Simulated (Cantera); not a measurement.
Feed: 1 mol TEOS, 1.2 mol H₂O, 14 mol H₂, at 998.15 K and 10000 Pa.

Equilibrium computed with Cantera from the NASA thermochemical tables; the gas is ideal and each condensed phase is pure. Candidate condensed phases: C, C₆H₆, C₇H₈, C₈H₁₈, H₂O, Si, SiC, SiO₂; 123 gas species. The feed counts by its element totals alone. The numbers say what is thermodynamically allowed, not how fast it happens.

Base state: H₂ 0.879, CO 0.109, CH₄ 0.00753, H₂O 0.00389, CO₂ 0.000697 (mole fractions); condensed: C(graphite) + SiO₂(β-quartz).

Question: What changes in the equilibrium state with this change: TEOS replaced by HMDSO?

Answer: 
```
species                before    after
-------------------  --------  -------
H₂                      0.879    0.990
CH₄                   0.00753  0.00955
CO                      0.109  1.17e-6
H₂O                   0.00389  4.71e-8
CO₂                  0.000697    <1e-9
C(graphite), mol         4.72     4.87
SiO₂(β-quartz), mol      1.00     1.10
SiC(s), mol                 0    0.900
```
